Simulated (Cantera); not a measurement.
What does this Cantera script print?

```python
import numpy as np
import cantera as ct

gas = ct.Solution("gri30.yaml")


def delay(T, t_max=10):
    gas.TPX = T, 500000, {'CO': 1, 'H2': 0.29, 'CH4': 0.34, 'O2': 1.02, 'N2': 3.83, 'H2O': 0.55}
    reactor = ct.IdealGasReactor(gas, clone=False)
    net = ct.ReactorNet([reactor])
    net.rtol, net.atol = 1e-8, 1e-16
    while net.time < t_max:
        t_old, T_old = net.time, reactor.T
        net.step()
        if reactor.T > T + 400:  # ignition: a rise of 400 K
            return t_old + (T + 400 - T_old) / (reactor.T - T_old) * (net.time - t_old)
    return np.nan


taus = []
for T in [1075, 1150, 1225, 1300, 1375, 1450, 1525, 1600, 1675]:
    taus.append(delay(T))
    print(f"T0 = {T:6g} K   tau = {taus[-1]:.4e} s")
```

Result:

```
T0 =   1075 K   tau = 1.7114e-03 s
T0 =   1150 K   tau = 5.8532e-04 s
T0 =   1225 K   tau = 2.7535e-04 s
T0 =   1300 K   tau = 1.5188e-04 s
T0 =   1375 K   tau = 9.0348e-05 s
T0 =   1450 K   tau = 5.6143e-05 s
T0 =   1525 K   tau = 3.6108e-05 s
T0 =   1600 K   tau = 2.3971e-05 s
T0 =   1675 K   tau = 1.6387e-05 s
```

Model: GRI-Mech 3.0 (53 species, 325 reactions), integrated in Cantera.
